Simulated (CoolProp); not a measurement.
A simple Rankine cycle with ammonia: condensing at 308.15 K, boiler at 7.4 MPa, turbine inlet 386.9 K, turbine efficiency 0.65, pump efficiency 0.6, no recuperator. Each further row changes one setting.

Computed with CoolProp (reference Helmholtz-energy equation of state, Gao 2020).

```csv
case,thermal efficiency (%),net work (kJ/kg),heat in (kJ/kg),turbine exit temperature (K),volume ratio over the turbine
as stated,9.7,104,1070,308.1,[?]
turbine inlet 406.9 K,[?],120,1190,308.1,[?]
condensing temperature 300.15 K,10.7,119,[?],300.1,6.71
boiler pressure 5.18 MPa,[?],[?],1200,308.1,3.37
turbine efficiency 0.55,8.0,[?],1070,308.1,[?]
```

### Question
Fill in the missing entries.

### Answer

- as stated, volume ratio over the turbine: 5.36
- turbine inlet 406.9 K, thermal efficiency (%): 10.2
- turbine inlet 406.9 K, volume ratio over the turbine: 4.79
- condensing temperature 300.15 K, heat in (kJ/kg): 1110
- boiler pressure 5.18 MPa, thermal efficiency (%): 8.5
- boiler pressure 5.18 MPa, net work (kJ/kg): 102
- turbine efficiency 0.55, net work (kJ/kg): 85.0
- turbine efficiency 0.55, volume ratio over the turbine: 5.46

The expansion ends wet for: as stated; turbine inlet 406.9 K; condensing temperature 300.15 K; boiler pressure 5.18 MPa; turbine efficiency 0.55.
